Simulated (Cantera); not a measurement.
Feed: 1 mol SiCl4, 1.6 mol Cl2, 0.41 mol H2, held at 0.133 bar.

These are equilibrium values from Cantera (NASA tables, ideal gas, pure condensed phases), not measurements of a reactor. Candidate condensed phases: Si; 19 gas species. Kinetics and transport are ignored. All values below are at 1023 K.

Base state: Cl2 0.395, SiCl4 0.332, HCl 0.272, Cl 0.000936 (mole fractions); condensed: gas only.

Problem. What changes in the equilibrium state with this change: H2 from 0.41 to 2.3 mol?

Solution. 
```json
[
 {"species": "HCl", "before": "0.272", "after": "0.653"},
 {"species": "SiCl4", "before": "0.332", "after": "0.204"},
 {"species": "H2", "before": "<1e-9", "after": "0.142"},
 {"species": "Cl2", "before": "0.395", "after": "<1e-9"},
 {"species": "SiHCl3", "before": "<1e-9", "after": "0.000376"},
 {"species": "Cl", "before": "0.000936", "after": "1.81e-8"},
 {"species": "SiCl3", "before": "2.00e-9", "after": "6.33e-5"}
]
```
The tables' values for SiCl3 are old estimates; treat these amounts as uncertain.
